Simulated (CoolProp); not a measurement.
n-decane at 533.43 K and 5.79 MPa flows at 2.3 m/s in a round tube of 4.6 mm bore and 0.25 µm roughness, fully developed (64/Re and Nu = 3.66 if laminar; Colebrook and Gnielinski if turbulent). Each further row changes one setting.

Computed with CoolProp (reference Helmholtz-energy equation of state, Lemmon 2006). It is a short technical equation, of lower accuracy than the large ones.

```json
[
 {"case": "as stated", "Reynolds number": "44100", "Darcy friction factor": "(withheld)", "pressure drop (Pa/m)": "(withheld)", "heat-transfer coefficient (W/(m² K))": "4660", "mass flow (kg/h)": "74.2"},
 {"case": "velocity 4.6 m/s", "Reynolds number": "88200", "Darcy friction factor": "(withheld)", "pressure drop (Pa/m)": "23200", "heat-transfer coefficient (W/(m² K))": "(withheld)", "mass flow (kg/h)": "(withheld)"},
 {"case": "diameter 9.2 mm", "Reynolds number": "88200", "Darcy friction factor": "(withheld)", "pressure drop (Pa/m)": "(withheld)", "heat-transfer coefficient (W/(m² K))": "4220", "mass flow (kg/h)": "297"}
]
```

Question: Fill in the missing entries.

Answer: 
- as stated, Darcy friction factor: 0.0217
- as stated, pressure drop (Pa/m): 6710
- velocity 4.6 m/s, Darcy friction factor: 0.0187
- velocity 4.6 m/s, heat-transfer coefficient (W/(m² K)): 8490
- velocity 4.6 m/s, mass flow (kg/h): 148
- diameter 9.2 mm, Darcy friction factor: 0.0186
- diameter 9.2 mm, pressure drop (Pa/m): 2880

Viscosity comes from a separate model (Huber 2004). Thermal conductivity comes from a separate model (Huber 2005).
